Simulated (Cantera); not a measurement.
Cantera run:

```python
import numpy as np
import cantera as ct

gas_names = """
    H HNO HNO2 HNO3 HO2 H2 H2O H2O2 N NH NH2 NH3 NH2OH NO NO2 NO3 N2 N2H2 N2H4 N2O O OH O2 O3 Si SiH
    SiH2 SiH3 SiH4 SiN SiO SiO2 Si2 Si2N Si3
""".split()
cond_names = """
    H2O(s) H2O(L) Si(cr) Si(L) SiO2(Lqz) SiO2(hqz) SiO2(L) Si2N2O(s) Si3N4(a)
""".split()


# ... load() reads the species with a 1 bar reference pressure and builds the phases ...
atoms = {
    'Si3N4': {'Si': 3, 'N': 4},
    'H2O': {'H': 2, 'O': 1},
    'N2': {'N': 2},
}
top_T = {'Si2N2O(s)': 2100, 'Si3N4(a)': 2400}  # K; cautious upper limits of use, not melting points


# ... equilibrate(T, P, feed) seeds the gas with the atoms and calls Mixture.equilibrate('TP', solver="vcs", rtol=1e-11, max_steps=5000) ...
results = []
feed = {'Si3N4': 1, 'H2O': 0.15, 'N2': 0.37}  # mol
T = 1473  # K
P = 690  # Pa
mix = equilibrate(T, P, feed)
results.append((T, P, feed, dict(zip(mix.species_names, mix.species_moles))))
print(gas.report(threshold=1e-05))
for i in range(1, mix.n_phases):
    print(f"{mix.phase(i).name:16s} {mix.phase_moles(i):12.5e} mol")
```

It prints:

```
       temperature   1473 K
          pressure   690 Pa
           density   0.0011928 kg/m^3
  mean mol. weight   21.172 kg/kmol
   phase of matter   gas

                          1 kg             1 kmol
                     ---------------   ---------------
          enthalpy        1.7442e+06        3.6928e+07  J
   internal energy        1.1657e+06        2.4681e+07  J
           entropy             12792        2.7084e+05  J/K
    Gibbs function       -1.7099e+07       -3.6202e+08  J
 heat capacity c_p            1607.7             34038  J/K
 heat capacity c_v              1215             25724  J/K

                      mass frac. Y      mole frac. X     chem. pot. / RT
                     ---------------   ---------------   ---------------
                 H        3.7194e-06        7.8121e-05           -12.431
                H2          0.025053            0.2631           -24.861
                N2           0.97492           0.73681           -31.238
               SiO        2.3521e-05        1.1296e-05           -53.163
     [  +31 minor]        1.0295e-07        9.8482e-08

Si(cr)            0.00000e+00 mol
SiO2(hqz)         0.00000e+00 mol
Si2N2O(s)         1.49994e-01 mol
Si3N4(a)          9.00002e-01 mol
```

Cantera equilibrium calculation (NASA polynomials, part measured and part estimated; ideal gas, pure solids and liquids). Mutual solubility and eutectic melting of coexisting phases are not modelled.
